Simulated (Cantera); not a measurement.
# Hydrocarbon pyrolysis for carbon deposition

An isothermal, constant-pressure homogeneous reactor starts with 41.5 % C₃H₈, 58.1 % H₂, 0.415 % H₂O, at 1748 K and 2670 Pa.

Detailed kinetics in Cantera: GRI-Mech 3.0 (53 species, 325 reactions). GRI-Mech 3.0 was tuned for natural gas; its chemistry of propane as a main component is partial and can be far from experiment. GRI-Mech 3.0 stops at C3 and has no aromatics, soot or wall deposition, so with more carbon than oxygen in the feed, carbon stays in small species such as C2H2 where larger ones or solid carbon would form. Radical loss at walls, strong at low pressure, is not modelled.

| t (s) | x C₃H₈ | x H₂ | x C₂H₆ | x CH₂ | x CH₄ | x C₂H |
|---|---|---|---|---|---|---|
| 1.00e-5 | 0.377 | 0.568 | 0.000825 | 8.18e-6 | 0.00333 | 2.69e-11 |
| 3.40e-5 | 0.254 | 0.527 | 0.00530 | 6.77e-5 | 0.0375 | 1.32e-8 |
| 0.000115 | 0.0236 | 0.460 | 0.0116 | 8.48e-5 | 0.170 | 2.39e-6 |
| 0.000392 | 2.15e-5 | 0.517 | 0.00168 | 1.95e-5 | 0.199 | 4.36e-6 |
| 0.00133 | 4.05e-7 | 0.558 | 0.000272 | 4.71e-6 | 0.183 | 2.22e-6 |
| 0.00452 | 6.96e-8 | 0.583 | 8.78e-5 | 1.90e-6 | 0.167 | 1.49e-6 |
| 0.0153 | 4.92e-8 | 0.607 | 6.97e-5 | 1.89e-6 | 0.142 | 1.72e-6 |
| 0.0521 | 1.62e-8 | 0.648 | 3.33e-5 | 1.60e-6 | 0.0913 | 2.00e-6 |
| 0.177 | 1.53e-9 | 0.691 | 6.82e-6 | 1.05e-6 | 0.0371 | 2.44e-6 |
| 0.601 | 4.47e-11 | 0.712 | 6.26e-7 | 4.78e-7 | 0.00996 | 2.98e-6 |
| 2.04 | 1.39e-12 | 0.719 | 5.34e-8 | 1.60e-7 | 0.00275 | 3.16e-6 |
| 6.94 | <1e-12 | 0.720 | 8.64e-9 | 5.82e-8 | 0.000974 | 3.18e-6 |
| 23.6 | <1e-12 | 0.721 | 5.87e-9 | 4.42e-8 | 0.000736 | 3.19e-6 |
| 80.0 | <1e-12 | 0.721 | 5.86e-9 | 4.41e-8 | 0.000735 | 3.19e-6 |
x: mole fraction; the columns are a selection and need not sum to one.

Equilibrium at this temperature and pressure: C₃H₈ <1e-12, H₂ 0.721, C₂H₆ 5.86e-9, CH₂ 4.41e-8, CH₄ 0.000735, C₂H 3.19e-6 (gas phase only).
